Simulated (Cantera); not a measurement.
Input: 1 mol SiO2, 120 mol H2, at 1.00 bar.

Equilibrium computed with Cantera from the NASA thermochemical tables; the gas is ideal and each condensed phase is pure. Candidate condensed phases: H2O, Si, SiO2; 18 gas species. The tables hold silica as quartz up to 1696 K and as liquid above; real silica turns to tridymite and cristobalite and melts near 1996 K. Equilibrium is a limit: real reactors are often held back by kinetics, nucleation or transport. All values below are at 1423 K.

Base state: H2 1.000, H2O 1.28e-5, SiO 1.28e-5 (mole fractions); condensed: SiO2(β-quartz).

Problem. What changes in the equilibrium state with this change: SiO2 replaced by Fe3O4?

Solution. 
| species | before | after |
|---|---|---|
| H2 | 1.000 | 0.967 |
| H2O | 1.28e-5 | 0.0333 |
| SiO | 1.28e-5 | 0 |
| SiO2(β-quartz), mol | 0.998 | 0 |
| Fe(γ), mol | 0 | 3.00 |
Further candidate phases: Fe, FeO, Fe(OH)2, Fe(OH)3, Fe2O3, Fe3O4.

Problem. What changes in the equilibrium state with this change: 0.78 mol O2 added?

Solution. 
```
species               before    after
-------------------  -------  -------
H2                     1.000    0.987
H2O                  1.28e-5   0.0130
SiO                  1.28e-5  1.24e-8
SiO2(β-quartz), mol    0.998    1.000
```
Gases not in the tables: Si(OH)4.
